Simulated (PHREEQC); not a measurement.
Solution (25 °C): 8.8 mmol/kgw ZnCl2, 0.069 mmol/kgw Na2SO4 and 0.17 mmol/kgw HCl. Closed to the air; pH follows from the charge balance.

All values are PHREEQC results (ion-association model, wateq4f.dat), not measurements.

No solid was allowed to form.

**Question.** Order these S species by the share of S that they hold, largest first: HSO4-, ZnSO4, SO4-2.

**Answer.** SO4-2 (62 %), ZnSO4 (38 %), HSO4- (0.57 %)

The pH is 3.83 and the ionic strength 0.0262 mol/kgw.
